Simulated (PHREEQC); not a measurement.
Model water analysis in mg/L, 25 °C, pH 7.28, pe -0.3:

| constituent | mg/L |
|---|---|
| Na | 10800 |
| K | 190 |
| Ca | 1080 |
| Mg | 560 |
| Cl | 19200 |
| S(6) as SO4 | 438 |
| Alkalinity as HCO3 | 4.17 |
| B | 3.18 |
| Li | 1.08 |

Valence states are taken as typed.

Equilibrium calculation in PHREEQC: ion-association model, phreeqc.dat.

Precipitation was switched off in this run.

Q: Order these S species by the share of S that they hold, largest first: MgSO4, KSO4-, SO4-2, CaSO4, NaSO4-.

A: SO4-2 (52 %), NaSO4- (25 %), MgSO4 (13 %), CaSO4 (10 %), KSO4- (0.31 %)

The pH is 7.28 and the ionic strength 0.631 mol/kgw.
